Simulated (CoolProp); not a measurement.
The fluid at 301.42 K and 0.511 MPa (stagnation) flows isentropically through a choked orifice. The same conditions are run with several fluids, on thermodynamics alone (safety and materials aside).

Computed with CoolProp (reference Helmholtz-energy equation of state of each fluid (hydrogen sulfide: Lemmon 2006; CH2F2 (R32): Tillner-Roth 1997; R410A: Lemmon 2003; propane: Lemmon 2009; propylene: Lemmon 2013)). Blends and air are pseudo-pure fits.

```json
[
 {"fluid": "hydrogen sulfide", "throat to inlet pressure ratio": "0.542", "mass flux (kg/(m² s))": "1290", "throat temperature (K)": "258.9"},
 {"fluid": "CH2F2 (R32)", "throat to inlet pressure ratio": "0.556", "mass flux (kg/(m² s))": "1570", "throat temperature (K)": "267.6"},
 {"fluid": "R410A", "throat to inlet pressure ratio": "0.573", "mass flux (kg/(m² s))": "1810", "throat temperature (K)": "276.8"},
 {"fluid": "propane", "throat to inlet pressure ratio": "0.585", "mass flux (kg/(m² s))": "1400", "throat temperature (K)": "281.5"},
 {"fluid": "propylene", "throat to inlet pressure ratio": "0.579", "mass flux (kg/(m² s))": "1370", "throat temperature (K)": "278.9"}
]
```
